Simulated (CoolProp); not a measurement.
Model: reference Helmholtz-energy equation of state, Tillner-Roth 1994, in CoolProp.

Question: For R134a, give the phase and the speed of sound (m/s), expansivity (1/kK), conductivity (mW/(m K)), fugacity coefficient at 266.3 K and 2.98 bar; 266.3 K and 203 bar.

Answer: 
- 266.3 K and 2.98 bar: liquid; speed of sound 654, expansivity 2.46, conductivity 95.1, fugacity coefficient 0.711
- 266.3 K and 203 bar: liquid; speed of sound 782, expansivity 1.87, conductivity 105, fugacity coefficient 0.0207

Thermal conductivity comes from a separate model (McLinden 2000), an estimate that may be off by 10 % or more.
